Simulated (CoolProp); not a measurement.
Vapour-liquid equilibrium of n-hexane (1) + hexamethyldisiloxane (MM) (2) at 34.6 kPa; x and y are mole fractions of (1).

The numbers come from the multi-fluid Helmholtz-energy mixture model, Thol 2019 and Thol 2016; pair parameters Bell 2016 in CoolProp.

```tsv
x	bubble temperature, mixture model (K)	bubble temperature, Raoult's law (K)	y, mixture model	y, Raoult's law
0.05	338.6	338.2	0.116	0.130
0.125	335.8	334.9	0.263	0.292
0.2	333.2	331.9	0.386	0.423
0.275	330.8	329.2	0.492	0.531
0.35	328.5	326.7	0.585	0.619
0.425	326.3	324.4	0.666	0.693
0.5	324.1	322.2	0.737	0.756
0.575	321.9	320.3	0.799	0.809
0.65	319.8	318.4	0.852	0.855
0.725	317.8	316.7	0.897	0.894
0.8	315.9	315.1	0.934	0.928
0.875	314.0	313.6	0.964	0.958
0.95	312.3	312.1	0.988	0.984
```

The largest gap from Raoult's law is +1.9 K in bubble temperature, at x = 0.425. No azeotrope shows between x = 0.05 and 0.95.

Pair parameters are fitted to limited data, so mixtures are less certain than the pure fluids.
